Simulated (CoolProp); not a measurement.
Normal hydrogen at 664.52 K and 0.103 MPa is throttled through a valve to 0.0111 MPa with no heat exchange. Each further row changes one setting.

Model: reference Helmholtz-energy equation of state, Leachman 2009, in CoolProp.

| case | final density (kg/m³) |
|---|---|
| as stated | (withheld) |
| outlet pressure 0.00333 MPa | (withheld) |
| outlet pressure 0.0144 MPa | (withheld) |

Problem. Fill in the missing entries.

Solution. 
- as stated, final density (kg/m³): 0.00405
- outlet pressure 0.00333 MPa, final density (kg/m³): 0.00121
- outlet pressure 0.0144 MPa, final density (kg/m³): 0.00525
